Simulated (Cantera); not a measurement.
Input: 1 mol Si, 5.7 mol NF3, 57 mol N2, held at 0.340 bar.

Method: chemical equilibrium by Gibbs-energy minimisation in Cantera with the NASA 1993 tables (ideal gas, pure condensed phases). Candidate condensed phases: Si, Si3N4; 16 gas species. Equilibrium is a limit: real reactors are often held back by kinetics, nucleation or transport.

x: gas mole fraction; nothing condenses.

```tsv
T (K)	x N2	x F	x F2	x NF3	x SiF4	x NF2
723	0.912	0.000404	0.0109	0.0613	0.0157	?
773	0.907	0.00146	0.0248	0.0510	0.0156	?
823	0.900	0.00425	0.0447	0.0357	0.0153	?
873	0.891	0.0101	0.0634	0.0202	0.0151	?
923	0.883	0.0199	0.0730	0.00942	0.0148	?
973	0.874	0.0345	0.0728	0.00392	0.0146	?
1023	0.865	0.0538	0.0655	0.00152	0.0145	1.59e-6
1073	0.854	0.0769	0.0542	0.000563	0.0143	1.58e-6
1123	0.843	0.101	0.0413	0.000196	0.0141	?
1173	0.833	0.124	0.0290	6.41e-5	0.0139	?
1223	0.825	0.142	0.0191	1.99e-5	0.0138	?
1273	0.819	0.155	0.0119	6.03e-6	0.0137	?
1323	0.815	0.164	0.00733	1.84e-6	0.0136	?
1373	0.813	0.169	0.00450	5.82e-7	0.0136	?
```

Q: Some entries are withheld; supply them.

A: 
- 723, x NF2: 5.12e-8
- 773, x NF2: 1.67e-7
- 823, x NF2: 4.14e-7
- 873, x NF2: 7.79e-7
- 923, x NF2: 1.16e-6
- 973, x NF2: 1.44e-6
- 1123, x NF2: 1.43e-6
- 1173, x NF2: 1.17e-6
- 1223, x NF2: 8.84e-7
- 1273, x NF2: 6.32e-7
- 1323, x NF2: 4.39e-7
- 1373, x NF2: 3.02e-7
